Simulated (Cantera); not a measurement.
Input: 1 mol MgSO4, 7 mol H2O, equilibrated at 6.20 bar.

Equilibrium computed with Cantera from the NASA thermochemical tables; the gas is ideal and each condensed phase is pure. Candidate condensed phases: H2O, H2SO4, Mg, MgO, Mg(OH)2, MgS, MgSO4, S; 26 gas species. Mutual solubility and eutectic melting of coexisting phases are not modelled. Equilibrium is a limit: real reactors are often held back by kinetics, nucleation or transport.

x: gas mole fraction; n: condensed amount in mol.

```json
[
 {"T (K)": "1000", "x H2O": "1.000", "x SO2": "4.06e-5", "x O2": "2.03e-5", "x SO3": "8.22e-7", "x OH": "2.28e-8", "n MgO(s)": "0.000290", "n MgSO4(s)": "1.000"},
 {"T (K)": "1100", "x H2O": "0.999", "x SO2": "0.000619", "x O2": "0.000309", "x SO3": "1.69e-5", "x OH": "2.67e-7", "n MgO(s)": "0.00445", "n MgSO4(s)": "0.996"},
 {"T (K)": "1200", "x H2O": "0.991", "x SO2": "[?]", "x O2": "[?]", "x SO3": "[?]", "x OH": "[?]", "n MgO(s)": "[?]", "n MgSO4(s)": "0.957"},
 {"T (K)": "1300", "x H2O": "0.940", "x SO2": "0.0387", "x O2": "0.0194", "x SO3": "0.00164", "x OH": "1.12e-5", "n MgO(s)": "0.301", "n MgSO4(s)": "0.699"},
 {"T (K)": "1400", "x H2O": "0.825", "x SO2": "0.114", "x O2": "0.0568", "x SO3": "0.00436", "x OH": "4.04e-5", "n MgO(s)": "1.00", "n MgSO4(s)": "0"},
 {"T (K)": "1500", "x H2O": "0.825", "x SO2": "0.115", "x O2": "0.0576", "x SO3": "0.00257", "x OH": "0.000103", "n MgO(s)": "1.000", "n MgSO4(s)": "0"},
 {"T (K)": "1600", "x H2O": "0.824", "x SO2": "0.116", "x O2": "0.0580", "x SO3": "0.00161", "x OH": "0.000233", "n MgO(s)": "1.000", "n MgSO4(s)": "0"},
 {"T (K)": "1700", "x H2O": "0.824", "x SO2": "0.117", "x O2": "0.0582", "x SO3": "0.00107", "x OH": "0.000480", "n MgO(s)": "1.000", "n MgSO4(s)": "0"},
 {"T (K)": "1800", "x H2O": "0.823", "x SO2": "0.117", "x O2": "0.0583", "x SO3": "[?]", "x OH": "[?]", "n MgO(s)": "1.000", "n MgSO4(s)": "0"},
 {"T (K)": "1900", "x H2O": "0.822", "x SO2": "0.117", "x O2": "0.0582", "x SO3": "0.000531", "x OH": "0.00161", "n MgO(s)": "1.000", "n MgSO4(s)": "0"},
 {"T (K)": "2000", "x H2O": "0.821", "x SO2": "0.117", "x O2": "0.0581", "x SO3": "0.000395", "x OH": "0.00270", "n MgO(s)": "1.000", "n MgSO4(s)": "0"},
 {"T (K)": "2100", "x H2O": "0.819", "x SO2": "0.117", "x O2": "0.0579", "x SO3": "0.000302", "x OH": "0.00429", "n MgO(s)": "0.999", "n MgSO4(s)": "0"}
]
```

Complete the blanks.


- 1200, x SO2: 0.00587
- 1200, x O2: 0.00294
- 1200, x SO3: 0.000204
- 1200, x OH: 2.05e-6
- 1200, n MgO(s): 0.0429
- 1800, x SO3: 0.000739
- 1800, x OH: 0.000910
